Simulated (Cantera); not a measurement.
A closed system holds: 1 mol CaCO3, 0.99 mol H2, held at 1048.15 K and 33.8 Torr.

These are equilibrium values from Cantera (NASA tables, ideal gas, pure condensed phases), not measurements of a reactor. Candidate condensed phases: C, C6H6, C7H8, C8H18, Ca, CaCO3, CaO, Ca(OH)2, H2O; 115 gas species. Rates play no part.

Base state: CO2 0.263, H2 0.258, H2O 0.239, CO 0.239 (mole fractions); condensed: CaO(s).

**Question.** What changes in the equilibrium state with this change: temperature from 1048.15 K to 2148 K?

**Answer.** 
| species | before | after |
|---|---|---|
| CO | 0.239 | 0.344 |
| H2O | 0.239 | 0.342 |
| CO2 | 0.263 | 0.156 |
| H2 | 0.258 | 0.148 |
| Ca(OH)2 | <1e-9 | 0.000102 |
| OH | <1e-9 | 0.00225 |
| H | 1.86e-8 | 0.00756 |
| O | <1e-9 | 8.08e-5 |
| O2 | <1e-9 | 7.91e-5 |
| CaOH | <1e-9 | 4.09e-5 |
| CaO(s), mol | 1.00 | 1.000 |

**Question.** What changes in the equilibrium state with this change: H2 from 0.99 to 0.4 mol?

**Answer.** 
```tsv
species	before	after
CO2	0.263	0.517
H2O	0.239	0.197
CO	0.239	0.197
H2	0.258	0.0888
CaO(s), mol	1.00	1.00
```
